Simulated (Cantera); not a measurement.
A Cantera script and what it prints.

```python
import numpy as np
import cantera as ct

gas_names = [...]  # 123 gases of nasa_gas.yaml made of C, H, O, Si
cond_names = """
    C(gr) C6H6(L) C7H8(L) C8H18(L),n-octa H2O(s) H2O(L) Si(cr) Si(L) SiC(b) SiO2(Lqz) SiO2(hqz) SiO2(L)
""".split()


# ... load() reads the species with a 1 bar reference pressure and builds the phases ...
atoms = {
    'SiC': {'Si': 1, 'C': 1},
    'H2O': {'H': 2, 'O': 1},
    'H2': {'H': 2},
}
top_T = {'C(gr)': 4500, 'SiC(b)': 3050}  # K; cautious upper limits of use, not melting points


# ... equilibrate(T, P, feed) seeds the gas with the atoms and calls Mixture.equilibrate('TP', solver="vcs", rtol=1e-11, max_steps=5000) ...
results = []
feed = {'SiC': 1, 'H2O': 0.48, 'H2': 1.3}  # mol
P = 100000  # Pa
for T in [1673, 1698, 1723, 1748, 1773, 1798, 1823, 1848, 1873, 1898, 1923, 1948]:
    mix = equilibrate(T, P, feed)
    results.append((T, P, feed, dict(zip(mix.species_names, mix.species_moles))))
    x = sorted(zip(gas.X, gas.species_names), reverse=True)
    print(f"T = {T:g} K  P = {P:g} Pa  gas = {mix.phase_moles(0):.4g} mol")
    print("   x: " + "  ".join(f"{s} {v:.3e}" for v, s in x if v > 1e-06))
    print("   condensed (mol): " + ("  ".join(f"{mix.phase(i).name} {mix.phase_moles(i):.4g}"
          for i in range(1, mix.n_phases) if mix.phase_moles(i) > 1e-12) or "none"))
```

It prints:

```
T = 1673 K  P = 100000 Pa  gas = 1.942 mol
   x: H2 9.153e-01  CO 8.251e-02  SiO 1.477e-03  CH4 4.653e-04  H 1.090e-04  H2O 9.285e-05  C2H2,acetylene 1.091e-05  CO2 2.531e-06  CH3 1.127e-06
   condensed (mol): SiC(b) 0.8388  SiO2(hqz) 0.1583
T = 1698 K  P = 100000 Pa  gas = 1.945 mol
   x: H2 9.142e-01  CO 8.278e-02  SiO 2.434e-03  CH4 3.431e-04  H 1.383e-04  H2O 9.928e-05  C2H2,acetylene 9.114e-06  CO2 2.637e-06  CH3 1.055e-06
   condensed (mol): SiC(b) 0.8383  SiO2(L) 0.157
T = 1723 K  P = 100000 Pa  gas = 1.949 mol
   x: H2 9.124e-01  CO 8.316e-02  SiO 3.929e-03  CH4 2.557e-04  H 1.742e-04  H2O 1.056e-04  C2H2,acetylene 7.700e-06  CO2 2.742e-06
   condensed (mol): SiC(b) 0.8373  SiO2(L) 0.155
T = 1748 K  P = 100000 Pa  gas = 1.956 mol
   x: H2 9.095e-01  CO 8.371e-02  SiO 6.249e-03  H 2.179e-04  CH4 1.921e-04  H2O 1.121e-04  C2H2,acetylene 6.550e-06  CO2 2.857e-06  SiH2 1.393e-06
   condensed (mol): SiC(b) 0.8359  SiO2(L) 0.1519
T = 1773 K  P = 100000 Pa  gas = 1.965 mol
   x: H2 9.051e-01  CO 8.453e-02  SiO 9.793e-03  H 2.706e-04  CH4 1.454e-04  H2O 1.187e-04  C2H2,acetylene 5.615e-06  CO2 2.986e-06  SiH2 2.254e-06
   condensed (mol): SiC(b) 0.8336  SiO2(L) 0.1472
T = 1798 K  P = 100000 Pa  gas = 1.98 mol
   x: H2 8.986e-01  CO 8.573e-02  SiO 1.512e-02  H 3.337e-04  H2O 1.254e-04  CH4 1.107e-04  C2H2,acetylene 4.854e-06  SiH2 3.576e-06  CO2 3.137e-06
   condensed (mol): SiC(b) 0.83  SiO2(L) 0.14
T = 1823 K  P = 100000 Pa  gas = 2.001 mol
   x: H2 8.888e-01  CO 8.751e-02  SiO 2.301e-02  H 4.085e-04  H2O 1.319e-04  CH4 8.466e-05  SiH2 5.555e-06  C2H2,acetylene 4.237e-06  CO2 3.321e-06
   condensed (mol): SiC(b) 0.8247  SiO2(L) 0.1293
T = 1848 K  P = 100000 Pa  gas = 2.034 mol
   x: H2 8.747e-01  CO 9.008e-02  SiO 3.449e-02  H 4.959e-04  H2O 1.383e-04  CH4 6.494e-05  SiH2 8.425e-06  C2H2,acetylene 3.738e-06  CO2 3.553e-06  Si 1.452e-06  SiH 1.354e-06
   condensed (mol): SiC(b) 0.8166  SiO2(L) 0.1132
T = 1873 K  P = 100000 Pa  gas = 2.082 mol
   x: H2 8.545e-01  CO 9.375e-02  SiO 5.092e-02  H 5.966e-04  H2O 1.443e-04  CH4 4.980e-05  SiH2 1.244e-05  CO2 3.855e-06  C2H2,acetylene 3.337e-06  Si 2.617e-06  SiH 2.254e-06
   condensed (mol): SiC(b) 0.8047  SiO2(L) 0.08926
T = 1898 K  P = 100000 Pa  gas = 2.153 mol
   x: H2 8.262e-01  CO 9.891e-02  SiO 7.400e-02  H 7.105e-04  H2O 1.493e-04  CH4 3.800e-05  SiH2 1.779e-05  Si 4.595e-06  CO2 4.255e-06  SiH 3.644e-06  C2H2,acetylene 3.015e-06
   condensed (mol): SiC(b) 0.7869  SiO2(L) 0.05369
T = 1923 K  P = 100000 Pa  gas = 2.26 mol
   x: H2 7.871e-01  CO 1.060e-01  SiO 1.058e-01  H 8.357e-04  H2O 1.529e-04  CH4 2.865e-05  SiH2 2.454e-05  Si 7.857e-06  SiH 5.705e-06  CO2 4.795e-06  C2H2,acetylene 2.753e-06
   condensed (mol): SiC(b) 0.7603  SiO2(L) 0.0004416
T = 1948 K  P = 100000 Pa  gas = 2.261 mol
   x: H2 7.866e-01  CO 1.061e-01  SiO 1.061e-01  H 1.002e-03  H2O 1.334e-04  SiH2 3.058e-05  CH4 2.746e-05  Si 1.152e-05  SiH 7.858e-06  CO2 4.097e-06  C2H2,acetylene 3.489e-06
   condensed (mol): SiC(b) 0.7601
```

Equilibrium computed with Cantera from the NASA thermochemical tables; the gas is ideal and each condensed phase is pure. Mutual solubility and eutectic melting of coexisting phases are not modelled. The tables hold silica as quartz up to 1696 K and as liquid above; real silica turns to tridymite and cristobalite and melts near 1996 K. Gases not in the tables: Si2H6 and higher silanes.
